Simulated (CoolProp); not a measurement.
The numbers come from the reference Helmholtz-energy equation of state, Penoncello 2003 in CoolProp.

Task: Give the vapour pressure (MPa), liquid density (kg/m³), surface tension (mN/m) of saturated CHF3 (R23) at 181, 236.1 K.

Result: 
```json
[
 {"T (K)": "181", "p (MPa)": "0.0543", "liquid density (kg/m³)": "1480", "surface tension (mN/m)": "18.8"},
 {"T (K)": "236.1", "p (MPa)": "0.787", "liquid density (kg/m³)": "1260", "surface tension (mN/m)": "8.64"}
]
```

Surface tension comes from a separate correlation (Mulero 2012).
